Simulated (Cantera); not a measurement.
A closed system holds: 1 mol B2O3, 3.6 mol SiCl4, 0.44 mol O2, 1.2 mol BCl3, at 575 °C and 36.0 Torr.

Equilibrium computed with Cantera from the NASA thermochemical tables; the gas is ideal and each condensed phase is pure. Candidate condensed phases: B, B2O3, Si, SiO2; 27 gas species. Condensed phases not in the tables: borates and borosilicate glass, alloys, solid solutions and most ternary compounds. Rates play no part.

Base state: SiCl4 0.522, BCl3 0.274, Cl2 0.164, B3O3Cl3 0.0399, Cl 4.97e-5 (mole fractions); condensed: B2O3(l) + SiO2(β-quartz).

Problem. What changes in the equilibrium state with this change: O2 from 0.44 to 10 mol?

Solution. 
```
species               before    after
-------------------  -------  -------
Cl2                    0.164    0.621
O2                     <1e-9    0.379
Cl                   4.97e-5  9.66e-5
SiCl4                  0.522    <1e-9
BCl3                   0.274    <1e-9
B3O3Cl3               0.0399    <1e-9
B2O3(l), mol           0.544     1.60
SiO2(β-quartz), mol    0.803     3.60
```
